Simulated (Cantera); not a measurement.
Dilute partial oxidation

An isothermal, constant-pressure homogeneous reactor starts with 2.51 % CH4, 0.956 % O2, 96.5 % N2, at 1475 K and 0.750 bar.

Computed with Cantera and GRI-Mech 3.0 (53 species, 325 reactions). GRI-Mech 3.0 stops at C3 and has no aromatics, soot or wall deposition, so with more carbon than oxygen in the feed, carbon stays in small species such as C2H2 where larger ones or solid carbon would form.

```tsv
t (s)	x CH4	x O2	x CH3	x N2O	x OH	x CO	x NO
0.000200	0.0251	0.00956	1.53e-6	3.10e-12	1.81e-9	7.57e-11	<1e-12
0.000535	0.0251	0.00956	4.29e-6	1.58e-11	3.20e-9	1.40e-9	<1e-12
0.00143	0.0251	0.00955	1.15e-5	5.48e-11	6.07e-9	3.69e-8	<1e-12
0.00382	0.0250	0.00954	2.41e-5	1.38e-10	1.16e-8	9.78e-7	<1e-12
0.0102	0.0249	0.00948	4.39e-5	4.22e-10	2.45e-8	1.97e-5	<1e-12
0.0273	0.0237	0.00905	8.33e-5	1.78e-9	7.27e-8	0.000289	1.23e-11
0.0731	0.0152	0.00474	0.000117	5.69e-9	2.89e-7	0.00338	1.64e-9
0.196	0.00871	0.000294	2.76e-5	5.91e-10	4.91e-8	0.00690	4.54e-9
0.523	0.00772	1.80e-5	1.40e-5	1.77e-11	2.47e-8	0.00703	3.20e-9
1.40	0.00648	3.71e-8	1.10e-5	<1e-12	2.26e-8	0.00693	1.86e-9
3.74	0.00456	<1e-12	7.77e-6	<1e-12	2.19e-8	0.00688	7.22e-10
10.0	0.00262	<1e-12	4.57e-6	<1e-12	2.12e-8	0.00731	4.22e-10
```
x: mole fraction; the columns are a selection and need not sum to one.

Equilibrium at this temperature and pressure: CH4 9.41e-5, O2 <1e-12, CH3 1.34e-7, N2O <1e-12, OH <1e-12, CO 0.0185, NO <1e-12 (gas phase only).
